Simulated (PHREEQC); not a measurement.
Consider water at 25 °C with 0.0034 mol/kgw H2SO4, 0.028 mol/kgw FeSO4 and 0.0012 mol/kgw MnSO4. Closed to the air; pH follows from the charge balance.

Computed with PHREEQC (ion-association model, phreeqc.dat).

```
quantity                         before     after
------------------------------  -------  --------
pH                                 2.51      3.03
ionic strength (mol/kgw)         0.0781    0.0194
Fe+2 (mol/kgw)                   0.0176   0.00429
FeSO4 (mol/kgw)                  0.0101   0.00130
HSO4- (mol/kgw)                 0.00287  0.000298
SI of Melanterite (FeSO4:7H2O)    -2.03     -2.93
```

**Question.** Which change was made?
(A) diluted 5-fold with water
(B) temperature from 25 to 15 °C
(C) diluted 100-fold with water
(D) 0.013 mol/kgw CuCl2 added
(E) temperature from 25 to 60 °C

**Answer.** A, diluted 5-fold with water

Precipitation was switched off in this run.
